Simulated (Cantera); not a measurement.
Charge: 1 mol Si3N4, 1.3 mol CO2, 56 mol H2, 0.019 mol N2O, equilibrated at 293 Torr.

Cantera equilibrium calculation (NASA polynomials, part measured and part estimated; ideal gas, pure solids and liquids). Candidate condensed phases: C, C6H6, C7H8, C8H18, H2O, Si, SiC, SiO2, Si2N2O, Si3N4; 151 gas species. Mutual solubility and eutectic melting of coexisting phases are not modelled. Gases not in the tables: Si2H6 and higher silanes. Equilibrium is a limit: real reactors are often held back by kinetics, nucleation or transport.

Question: What share of the Si ends up in condensed phases as a function of T (K), at 1550, 1650, 1750, 1850, 1950, 2050, 2150?

Answer: 
```csv
T (K),Si condensed (%),as
1550,99.9,Si2N2O(s)
1650,99.3,SiC(s) + Si2N2O(s)
1750,94.4,SiC(s) + Si2N2O(s)
1850,73.3,SiC(s) + Si2N2O(s)
1950,29.8,Si(l) + SiC(s)
2050,37.4,Si(l) + SiC(s)
2150,45.1,Si(l) + SiC(s)
```
